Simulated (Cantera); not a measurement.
Cantera run, input and output.

```python
import numpy as np
import cantera as ct

gas = ct.Solution("h2o2.yaml")
gas.TPX = 975, 13332, {'H2': 0.5, 'O2': 1, 'N2': 2.4}
reactor = ct.IdealGasConstPressureReactor(gas, energy="off", clone=False)
net = ct.ReactorNet([reactor])
net.rtol, net.atol = 1e-08, 1e-18
show = ['H2', 'O2', 'OH', 'H2O', 'H2O2']
times = np.geomspace(0.0003, 40, 11)

steps = ct.SolutionArray(gas, extra=["t"])
rows = []
print(f"{'t/s':>10s}{'T/K':>9s}{'P/Pa':>11s}" + "".join(f"{s:>11s}" for s in show))
for t in times:
    while net.time < t:
        t_next = net.step()
        steps.append(gas.state, t=t_next)
    rows.append([np.interp(t, steps.t, y) for y in (steps.T, steps.P, *steps(*show).X.T)])
    print(f"{t:10.3e}{rows[-1][0]:9.1f}{rows[-1][1]:11.4g}" + "".join(f"{x:11.3e}" for x in rows[-1][2:]))
rate = np.gradient(steps.T, steps.t)
print("integrator steps:", len(steps.t))
if steps.T.max() > steps.T[0] + 200:
    print(f"time of steepest temperature rise: {steps.t[rate.argmax()]:.4e} s")
gas.TPX = 975, 13332, {'H2': 0.5, 'O2': 1, 'N2': 2.4}
gas.equilibrate("TP")
print(f"equilibrium (TP): T = {gas.T:.1f} K  " + "  ".join(f"{s} {gas[s].X[0]:.3e}" for s in show))
```

Result:

```
       t/s      T/K       P/Pa         H2         O2         OH        H2O       H2O2
 3.000e-04    975.0  1.333e+04  1.282e-01  2.564e-01  1.195e-09  1.674e-08  1.847e-12
 9.764e-04    975.0  1.333e+04  1.245e-01  2.547e-01  1.931e-04  2.792e-03  1.611e-07
 3.178e-03    975.0  1.333e+04  2.192e-03  2.061e-01  2.391e-04  1.344e-01  2.136e-06
 1.034e-02    975.0  1.333e+04  5.081e-04  2.056e-01  5.834e-05  1.364e-01  1.182e-06
 3.366e-02    975.0  1.333e+04  9.976e-05  2.055e-01  2.441e-05  1.369e-01  4.702e-07
 1.095e-01    975.0  1.333e+04  1.046e-05  2.055e-01  1.065e-05  1.370e-01  1.147e-07
 3.565e-01    975.0  1.333e+04  5.287e-07  2.055e-01  4.303e-06  1.370e-01  2.759e-08
 1.160e+00    975.0  1.333e+04  1.446e-08  2.055e-01  1.904e-06  1.370e-01  6.836e-09
 3.776e+00    975.0  1.333e+04  1.371e-09  2.055e-01  9.564e-07  1.370e-01  1.958e-09
 1.229e+01    975.0  1.333e+04  3.543e-10  2.055e-01  5.103e-07  1.370e-01  5.998e-10
 4.000e+01    975.0  1.333e+04  1.056e-10  2.055e-01  2.809e-07  1.370e-01  1.899e-10
integrator steps: 1841
equilibrium (TP): T = 975.0 K  H2 3.391e-11  O2 2.055e-01  OH 1.346e-07  H2O 1.370e-01  H2O2 4.599e-11
```

Computed with Cantera and the H2/O2 subset of GRI-Mech 3.0, which has no nitrogen chemistry. Radical loss at walls, strong at low pressure, is not modelled. The temperature is held fixed by assumption; the heat of reaction is taken as removed at once.
